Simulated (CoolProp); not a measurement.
Values from CoolProp's reference Helmholtz-energy equation of state, Span 2000.

Q: For nitrogen, give the phase and the Z, viscosity (µPa s) at 138.2 K and 8.49 bar; 138.2 K and 17 bar; 138.2 K and 25.5 bar.

A: 
- 138.2 K and 8.49 bar: gas; Z 0.934, viscosity 9.67
- 138.2 K and 17 bar: gas; Z 0.862, viscosity 10.1
- 138.2 K and 25.5 bar: gas; Z 0.782, viscosity 10.7

Viscosity comes from a separate model (Lemmon 2004).
